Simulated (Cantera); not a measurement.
Standard-state values (1 bar) from the NASA 1993 polynomials, evaluated with Cantera. Values are per mole of reaction as written; species without (g) are pure solids or liquids, kept so even where they would boil at 1 bar.

S₂(g) + 4 O(g) ⇌ 2 SO₂(g)

```json
[
 {"T (K)": "300", "ΔH° (kJ)": "-1718.8", "ΔS° (J/K)": "-376.4", "ΔG° (kJ)": "-1605.9", "log10 K": "279.61"},
 {"T (K)": "1523", "ΔH° (kJ)": "-1739.5", "ΔS° (J/K)": "-410.7", "ΔG° (kJ)": "-1114.0", "log10 K": "38.21"},
 {"T (K)": "1623", "ΔH° (kJ)": "-1740.3", "ΔS° (J/K)": "-411.2", "ΔG° (kJ)": "-1073.0", "log10 K": "34.53"},
 {"T (K)": "1723", "ΔH° (kJ)": "-1741.0", "ΔS° (J/K)": "-411.6", "ΔG° (kJ)": "-1031.8", "log10 K": "31.28"},
 {"T (K)": "1823", "ΔH° (kJ)": "-1741.8", "ΔS° (J/K)": "-412.0", "ΔG° (kJ)": "-990.6", "log10 K": "28.38"},
 {"T (K)": "1923", "ΔH° (kJ)": "…", "ΔS° (J/K)": "…", "ΔG° (kJ)": "…", "log10 K": "…"},
 {"T (K)": "2023", "ΔH° (kJ)": "-1743.1", "ΔS° (J/K)": "-412.8", "ΔG° (kJ)": "-908.1", "log10 K": "23.45"},
 {"T (K)": "2123", "ΔH° (kJ)": "…", "ΔS° (J/K)": "…", "ΔG° (kJ)": "…", "log10 K": "…"}
]
```

What belongs in the gaps?


- 1923, ΔH° (kJ): -1742.5
- 1923, ΔS° (J/K): -412.4
- 1923, ΔG° (kJ): -949.4
- 1923, log10 K: 25.79
- 2123, ΔH° (kJ): -1743.8
- 2123, ΔS° (J/K): -413.1
- 2123, ΔG° (kJ): -866.9
- 2123, log10 K: 21.33
